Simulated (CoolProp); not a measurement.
Computed with CoolProp (reference Helmholtz-energy equation of state, Lemmon 2022).

Task: Give the vapour pressure (MPa), liquid density (kg/m³), vapour density (kg/m³), liquid cp (kJ/(kg K)) of saturated R1234yf at 1.25, 8.85, 24.25 °C.

Result: 
```json
[
 {"T (°C)": "1.25", "p (MPa)": "0.329", "liquid density (kg/m³)": "1170", "vapour density (kg/m³)": "18.4", "liquid cp (kJ/(kg K))": "1.30"},
 {"T (°C)": "8.85", "p (MPa)": "0.422", "liquid density (kg/m³)": "1150", "vapour density (kg/m³)": "23.4", "liquid cp (kJ/(kg K))": "1.33"},
 {"T (°C)": "24.25", "p (MPa)": "0.668", "liquid density (kg/m³)": "1090", "vapour density (kg/m³)": "37.1", "liquid cp (kJ/(kg K))": "1.39"}
]
```
